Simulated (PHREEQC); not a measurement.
Nickel, zinc or cadmium bath with nickel, zinc or cadmium bath: speciation

Solution A (0.053 mol ZnCl2, 0.055 mol Na2SO4 and 0.093 mol HCl per kg of water) is mixed with solution B (0.021 mol/kgw CdSO4 and 0.074 mol/kgw KCl) at 94 °C; shares are by mass of water, 1 kg in all. Oxygen is held at 0.21 atm. No CO2 enters from the air. Solids allowed: Zn(OH)2-e, Zn4(OH)6SO4, Zn5(OH)8Cl2, Cd(OH)2, CdOHCl, Halite, Mirabilite, Goslarite. Others were left out.

The series has 21 steps of share of solution B, from 0 to 1.

Model: ion-association model, wateq4f.dat, run in PHREEQC.

Q: Between which two steps does the pH jump most, and from what to what?

A: Between share of solution B = 0.95 and 1: from 2.96 to 5.64.

Species that the database lacks are ignored. Constants without temperature data keep their 25 °C values here.
